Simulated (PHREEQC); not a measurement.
Solution (25 °C): 11 mmol/kgw CaSO4 and 100 mmol/kgw Na2HPO4. Closed to the air; pH follows from the charge balance.

Computed with PHREEQC (ion-association model, wateq4f.dat).

This is a speciation only: nothing precipitates in the calculation.

**Question.** Estimate the pH, ionic strength.

**Answer.** pH 8.18; ionic strength 0.284 mol/kgw.

**Question.** In which forms is P present?

**Answer.** HPO4-2 80 %, NaHPO4- 7.8 %, CaHPO4 5.8 %, CaPO4- 3.1 %, H2PO4- 3.1 % of the P.

The solution is supersaturated, for example in Hydroxyapatite, so a real one may precipitate; this is no full list. Species that the database lacks are ignored. H3PO4, which wateq4f.dat lacks, is added to it with the constant of phreeqc.dat.
